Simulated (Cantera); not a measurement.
An adiabatic, constant-pressure homogeneous reactor starts with 2.85 % CH₄, 20.4 % O₂, 76.8 % N₂, equivalence ratio 0.28, at 1448 K and 0.711 atm.

Computed with Cantera and GRI-Mech 3.0 (53 species, 325 reactions).

Q: Predict: time of steepest temperature rise; temperature at 5.00 s; equilibrium temperature; x(O₂) at 5.00 s; x(NO) at 5.00 s; x(H₂O₂) at 5.00 s.

A: time of steepest temperature rise: 1.70 ms
temperature at 5.00 s: 2037 K
equilibrium temperature: 2036 K
x(O₂) at 5.00 s: 0.143 (gas-phase equilibrium 0.143)
x(NO) at 5.00 s: 0.00644 (gas-phase equilibrium 0.00688)
x(H₂O₂) at 5.00 s: 3.77e-8 (gas-phase equilibrium 3.75e-8)
